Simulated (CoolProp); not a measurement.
Vapour-liquid equilibrium of ethylene (1) + carbon dioxide (2) at 2000 kPa; x and y are mole fractions of (1).

Computed with CoolProp (multi-fluid Helmholtz-energy mixture model, Smukala 2000 and Span 1996; pair parameters Bell 2016).

```json
[
 {"x": "0.05", "bubble temperature (°C)": "___", "y at the bubble point": "0.091", "dew temperature at overall composition x (°C)": "-20.6", "liquid density (mol/L)": "22.92"},
 {"x": "0.2", "bubble temperature (°C)": "-25.4", "y at the bubble point": "___", "dew temperature at overall composition x (°C)": "-23.7", "liquid density (mol/L)": "21.48"},
 {"x": "0.35", "bubble temperature (°C)": "-27.7", "y at the bubble point": "0.427", "dew temperature at overall composition x (°C)": "-26.5", "liquid density (mol/L)": "20.11"},
 {"x": "0.5", "bubble temperature (°C)": "-29.1", "y at the bubble point": "0.546", "dew temperature at overall composition x (°C)": "-28.6", "liquid density (mol/L)": "18.86"},
 {"x": "0.65", "bubble temperature (°C)": "-29.8", "y at the bubble point": "0.664", "dew temperature at overall composition x (°C)": "-29.7", "liquid density (mol/L)": "17.74"},
 {"x": "0.8", "bubble temperature (°C)": "___", "y at the bubble point": "0.794", "dew temperature at overall composition x (°C)": "-29.8", "liquid density (mol/L)": "16.74"},
 {"x": "0.95", "bubble temperature (°C)": "-29.2", "y at the bubble point": "0.944", "dew temperature at overall composition x (°C)": "-29.2", "liquid density (mol/L)": "15.83"}
]
```

Problem. Some entries are withheld; supply them.

Solution. 
- 0.05, bubble temperature (°C): -21.4
- 0.2, y at the bubble point: 0.288
- 0.8, bubble temperature (°C): -29.9

y crosses x between x = 0.65 and 0.8: the model has an azeotrope there.

The pair parameters rest on a limited set of measurements; away from them the model extrapolates.
